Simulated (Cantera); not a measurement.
Input (Python, Cantera):

```python
import numpy as np
import cantera as ct

gas = ct.Solution("gri30.yaml")
gas.TPX = 1300, 100000, {'C2H6': 1, 'N2': 61}
reactor = ct.IdealGasConstPressureReactor(gas, energy="off", clone=False)
net = ct.ReactorNet([reactor])
net.rtol, net.atol = 1e-08, 1e-18
show = ['C2H6', 'CH3', 'C2H2', 'C2H', 'H', 'C2H4', 'H2']
times = np.geomspace(2e-06, 10, 10)

steps = ct.SolutionArray(gas, extra=["t"])
rows = []
print(f"{'t/s':>10s}{'T/K':>9s}{'P/Pa':>11s}" + "".join(f"{s:>11s}" for s in show))
for t in times:
    while net.time < t:
        t_next = net.step()
        steps.append(gas.state, t=t_next)
    rows.append([np.interp(t, steps.t, y) for y in (steps.T, steps.P, *steps(*show).X.T)])
    print(f"{t:10.3e}{rows[-1][0]:9.1f}{rows[-1][1]:11.4g}" + "".join(f"{x:11.3e}" for x in rows[-1][2:]))
rate = np.gradient(steps.T, steps.t)
print("integrator steps:", len(steps.t))
if steps.T.max() > steps.T[0] + 200:
    print(f"time of steepest temperature rise: {steps.t[rate.argmax()]:.4e} s")
gas.TPX = 1300, 100000, {'C2H6': 1, 'N2': 61}
gas.equilibrate("TP")
print(f"equilibrium (TP): T = {gas.T:.1f} K  " + "  ".join(f"{s} {gas[s].X[0]:.3e}" for s in show))
```

Result:

```
       t/s      T/K       P/Pa       C2H6        CH3       C2H2        C2H          H       C2H4         H2
 2.000e-06   1300.0      1e+05  1.613e-02  8.230e-07  6.074e-17  1.244e-27  8.646e-10  5.983e-10  6.216e-10
 1.110e-05   1300.0      1e+05  1.613e-02  4.476e-06  5.706e-14  1.119e-22  1.901e-08  6.851e-08  5.455e-08
 6.162e-05   1300.0      1e+05  1.610e-02  2.168e-05  4.847e-10  1.326e-16  5.470e-07  9.506e-06  8.952e-06
 3.420e-04   1300.0      1e+05  1.551e-02  5.844e-05  1.704e-06  4.552e-12  3.308e-06  5.310e-04  5.121e-04
 1.898e-03   1300.0      1e+05  1.134e-02  5.261e-05  1.363e-04  5.852e-11  4.087e-06  4.223e-03  4.260e-03
 1.054e-02   1300.0      1e+05  1.503e-03  1.625e-05  2.796e-03  3.628e-10  4.379e-06  1.053e-02  1.513e-02
 5.848e-02   1300.0      1e+05  2.451e-05  1.846e-06  7.628e-03  1.374e-10  8.438e-07  6.928e-03  2.099e-02
 3.246e-01   1300.0      1e+05  3.240e-06  6.876e-07  1.097e-02  7.198e-11  3.554e-07  3.541e-03  2.427e-02
 1.802e+00   1300.0      1e+05  1.029e-06  4.470e-07  1.332e-02  5.538e-11  2.463e-07  1.138e-03  2.654e-02
 1.000e+01   1300.0      1e+05  9.168e-07  4.407e-07  1.340e-02  5.274e-11  2.330e-07  1.005e-03  2.652e-02
integrator steps: 1328
equilibrium (TP): T = 1300.0 K  C2H6 3.324e-07  CH3 3.414e-07  C2H2 3.141e-03  C2H 9.500e-12  H 1.838e-07  C2H4 2.427e-04  H2 2.723e-02
```

Detailed kinetics in Cantera: GRI-Mech 3.0 (53 species, 325 reactions). GRI-Mech 3.0 stops at C3 and has no aromatics, soot or wall deposition, so with more carbon than oxygen in the feed, carbon stays in small species such as C2H2 where larger ones or solid carbon would form.
